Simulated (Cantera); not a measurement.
## Equilibrium for fluorocarbon and chlorocarbon gases: CH2F2 + F2 + H2

A closed system holds: 1 mol CH2F2, 1.6 mol F2, 0.11 mol H2, at 0.100 bar.

Equilibrium computed with Cantera from the NASA thermochemical tables; the gas is ideal and each condensed phase is pure. Candidate condensed phases: C, C6H6, C7H8, C8H18; 95 gas species. Gases not in the tables: C2F6 and larger saturated fluorocarbons. Rates play no part.

From 752 °C to 1802 °C the condensed part is C(graphite). The main C-bearing gas is CF4 throughout.

```csv
T (°C),log p HF,log p CF4,log p CF2,log p F,log p CF3,log p CF,log p CHF3,n C(graphite)
752,-1.13,-1.60,-9.71,-11.21,-9.38,<-13,-6.97,0.255
902,-1.13,-1.60,-7.87,-9.15,-7.89,<-13,-6.70,0.255
1052,-1.13,-1.60,-6.46,-7.56,-6.75,-12.12,-6.48,0.255
1202,-1.13,-1.60,-5.33,-6.29,-5.84,-10.17,-6.31,0.255
1352,-1.13,-1.60,-4.42,-5.26,-5.10,-8.59,-6.17,0.254
1502,-1.13,-1.60,-3.67,-4.40,-4.49,-7.28,-6.05,0.252
1652,-1.13,-1.61,-3.04,-3.67,-3.98,-6.17,-5.95,0.242
1802,-1.14,-1.65,-2.52,-3.06,-3.56,-5.24,-5.89,0.213
```
log p: log10 of the partial pressure in bar; n: condensed amount in mol.
